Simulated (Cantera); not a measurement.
An isothermal plug-flow reactor at 725 K and 87000 Pa (inlet), inlet velocity 0.17 m/s, active area per volume 770 1/m; feed CO : O2 : N2 : H2O = 0.0027 : 0.062 : 0.79 : 0.053 (molar parts), equivalence ratio 0.022.

Detailed kinetics in Cantera: Deutschmann's 1995 Pt surface mechanism with GRI-Mech 3.0 gas chemistry. Catalytic surfaces can have several steady states; this one follows from the mechanism file's or the stated starting coverage. Mass transfer to the wall is taken as infinitely fast.

One state of this run: x CO = 0.000912; x O2 = 0.0673; x H2O = 0.0584; x CO2 = 0.00207; θ free Pt = 0.0170; θ O* = 0.978; θ OH* = 0.00481; θ CO* = 0.000163. x: gas mole fraction; θ: surface coverage.

Question: Which value of z (m) does it belong to?
(A) 8.1e-05
(B) 0.0022
(C) 0.0003
(D) 0.00058

Answer: B, 0.0022
